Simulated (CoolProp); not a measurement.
Values from CoolProp's reference Helmholtz-energy equation of state, Kamei 1995.

Q: For R22, give the phase and the viscosity (µPa s), conductivity (mW/(m K)) at 145.65 °C and 541 kPa.

A: 
- 145.65 °C and 541 kPa: gas; viscosity 19.2, conductivity 20.6

Viscosity comes from a separate model (Bell 2016), an estimate that may be off by 10 % or more. Thermal conductivity comes from a separate model (McLinden 2000), an estimate that may be off by 10 % or more.
